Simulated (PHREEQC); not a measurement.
Consider water at 25 °C with 0.0015 mol/kgw NH3, 0.0004 mol/kgw K2SiO3 and 0.0048 mol/kgw K2HPO4. Closed to the air; pH follows from the charge balance.

The numbers come from PHREEQC with the ion-association model, phreeqc.dat.

Task: The ionic strength comes out as 0.0154 mol/kgw. What activity coefficients do H3SiO4-, KHPO4-, H2SiO4-2, PO4-3, H2PO4- get?

Result: H3SiO4- 0.88, KHPO4- 0.89, H2SiO4-2 0.62, PO4-3 0.32, H2PO4- 0.89.

Precipitation was switched off in this run.
